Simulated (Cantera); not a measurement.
A closed system holds: 1 mol Pb, 0.074 mol CO, 11 mol H₂, at 550 °C and 0.0100 bar.

Method: chemical equilibrium by Gibbs-energy minimisation in Cantera with the NASA 1993 tables (ideal gas, pure condensed phases). Candidate condensed phases: C, C₆H₆, C₇H₈, C₈H₁₈, H₂O, Pb, PbO, PbO₂, Pb₃O₄; 113 gas species. Rates play no part.

Base state: H₂ 0.991, CO 0.00437, CH₄ 0.00230, H₂O 0.00227, CO₂ 3.62e-5, Pb 1.35e-5 (mole fractions); condensed: Pb(l).

Problem. What changes in the equilibrium state with this change: temperature from 550 °C to 1225 °C?

Solution. 
```json
[
 {"species": "H₂", "before": "0.991", "after": "0.911"},
 {"species": "Pb", "before": "1.35e-5", "after": "0.0828"},
 {"species": "CO", "before": "0.00437", "after": "0.00613"},
 {"species": "CH₄", "before": "0.00230", "after": "1.41e-6"},
 {"species": "H", "before": "<1e-9", "after": "0.000164"},
 {"species": "CO₂", "before": "3.62e-5", "after": "3.86e-9"},
 {"species": "Pb(l), mol", "before": "1.000", "after": "0"}
]
```

Problem. What changes in the equilibrium state with this change: H₂ from 11 to 1.3 mol?

Solution. 
```
species      before    after
----------  -------  -------
H₂            0.991    0.939
CO          0.00437   0.0461
CH₄         0.00230  0.00743
Pb          1.35e-5  1.35e-5
CO₂         3.62e-5  0.00112
H₂O         0.00227  0.00631
Pb(l), mol    1.000    1.000
```
